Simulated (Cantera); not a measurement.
A perfectly stirred reactor is fed with CH4 : H2 : O2 : N2 : CO2 = 1 : 1.2 : 3.56 : 9.62 : 1.3 (molar parts), equivalence ratio 0.73, at 5.00 bar; it is adiabatic with a 550 K inlet, and is followed from long to short residence time, starting on the burning branch (τ in s: 0.032, 0.015, 0.0067, 0.0031, 0.0014, 0.00064, 0.00029, 0.00013, 6.1e-05, 2.8e-05, 1.3e-05, 5.8e-06).

Detailed kinetics in Cantera: GRI-Mech 3.0 (53 species, 325 reactions).

x: mole fraction; the columns are a selection and need not sum to one.

```csv
τ (s),T (K),x CH4,x H2,x O2,x N2O,x C2H
0.032,2228,1.67e-6,0.000527,0.0589,6.75e-7,<1e-12
0.015,2228,3.44e-6,0.000561,0.0593,6.93e-7,<1e-12
0.0067,2225,(withheld),(withheld),0.0597,7.32e-7,3.51e-12
0.0031,2219,1.43e-5,0.000770,0.0600,8.04e-7,1.26e-11
0.0014,2206,2.73e-5,0.00104,0.0606,9.20e-7,3.93e-11
0.00064,2186,4.92e-5,0.00149,0.0614,1.05e-6,1.00e-10
0.00029,2153,8.75e-5,0.00223,0.0629,1.11e-6,2.20e-10
0.00013,2106,0.000159,0.00335,0.0651,1.08e-6,4.42e-10
6.1e-5,2046,0.000292,0.00483,0.0681,9.59e-7,8.21e-10
2.8e-5,1967,0.000593,0.00698,0.0726,7.93e-7,1.60e-9
1.3e-5,1862,(withheld),(withheld),(withheld),(withheld),(withheld)
5.8e-6,550,0.0600,0.0719,0.213,<1e-12,<1e-12
```

**Question.** What belongs in the gaps?

**Answer.** 
- 0.0067, x CH4: 7.27e-6
- 0.0067, x H2: 0.000633
- 1.3e-5, x CH4: 0.00146
- 1.3e-5, x H2: 0.0107
- 1.3e-5, x O2: 0.0806
- 1.3e-5, x N2O: 5.79e-7
- 1.3e-5, x C2H: 3.70e-9
